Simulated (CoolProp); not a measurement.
c-C4F8 (RC318) along the isotherm 407.6 K: Z from the reference equation and from simpler models built on Tc = 388.4 K, pc = 2.778 MPa, ω = 0.355; each cubic takes its own stable root.

Computed with CoolProp (reference Helmholtz-energy equation of state, Platzer 1990). This equation is an older, rougher fit; its heat capacities, sound speeds and derivatives of the liquid may be far off and weren't checked against measurements.

```
p (MPa)          phase  reference
-------  -------------  ---------
1.07               gas     0.8835
2.14               gas     0.7394
3.2      supercritical     0.5345
4.27     supercritical     0.3285
5.34     supercritical     0.3402
6.41     supercritical     0.3784
7.48     supercritical     0.4212
8.55     supercritical     0.4653
9.61     supercritical     0.5093
10.7     supercritical     0.5545
11.8     supercritical     0.5999
12.8     supercritical     0.6410
13.9     supercritical     0.6859
```

Problem. How far does each simpler model (van der Waals, Soave-Redlich-Kwong) lie from the reference over these 13 states: mean and median of the absolute difference, and the worst?

Solution. 
- van der Waals: mean 22.0 %, median 29.0 %, worst +29.4 % at 407.6 K and 10.7 MPa
- Soave-Redlich-Kwong: mean 7.7 %, median 7.1 %, worst +16.6 % at 407.6 K and 4.27 MPa
